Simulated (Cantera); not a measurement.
A closed system holds: 1 mol Cu₂O, 2.7 mol H₂, 4.3 mol N₂, equilibrated at 1752 °C and 10.0 Torr.

Method: chemical equilibrium by Gibbs-energy minimisation in Cantera with the NASA 1993 tables (ideal gas, pure condensed phases). Candidate condensed phases: Cu, CuO, Cu(OH)₂, Cu₂O, H₂O; 27 gas species. The numbers say what is thermodynamically allowed, not how fast it happens.

Base state: N₂ 0.476, Cu 0.220, H₂ 0.185, H₂O 0.110, H 0.00717, Cu₂ 0.000537, OH 0.000447, NO 2.50e-5 (mole fractions); condensed: gas only.

**Question.** What changes in the equilibrium state with this change: pressure from 10.0 Torr to 0.450 Torr?

**Answer.** 
```csv
species,before,after
N₂,0.476,0.469
Cu,0.220,0.218
H₂,0.185,0.171
H,0.00717,0.0325
H₂O,0.110,0.106
O₂,3.22e-6,7.81e-5
O,1.26e-5,0.000292
Cu₂,0.000537,2.37e-5
NO,2.50e-5,0.000122
```

**Question.** What changes in the equilibrium state with this change: Cu₂O replaced by Fe₃O₄?

**Answer.** 
```
species        before     after
-----------  --------  --------
N₂              0.476     0.598
H₂              0.185     0.211
H₂O             0.110     0.161
Cu              0.220         0
Fe                  0    0.0223
Cu₂          0.000537         0
FeO                 0  0.000360
Fe(OH)₂             0   7.08e-5
NO            2.50e-5   3.58e-5
OH           0.000447  0.000610
FeO(l), mol         0      2.84
```
The tables' stoichiometric FeO is somewhat more stable than real wüstite, so its field is too wide. FeO: taken at fixed stoichiometry. Further candidate phases: Fe, FeO, Fe(OH)₂, Fe(OH)₃, Fe₂O₃, Fe₃O₄.
